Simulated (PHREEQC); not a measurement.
## Brackish or sea water: an equilibrium model

Model water analysis in mmol/kgw, 25 °C, pH 7.03:

```
constituent           mmol/kgw
--------------------  --------
Na                         135
K                         10.9
Ca                        16.4
Mg                        18.8
Cl                         171
S(6)                      5.83
Alkalinity (meq/kgw)     0.151
Si                      0.0472
```

Cl is adjusted to close the charge balance.
Valence states are taken as typed.

All values are PHREEQC results (Pitzer model, pitzer.dat), not measurements.

Precipitation was switched off in this run.

### Question
Estimate the activity of water, specific conductance.

### Answer
activity of water 0.994; specific conductance 20700 µS/cm.

### Question
In which forms is C present?

### Answer
HCO3- 87 %, CO2 13 % of the C.
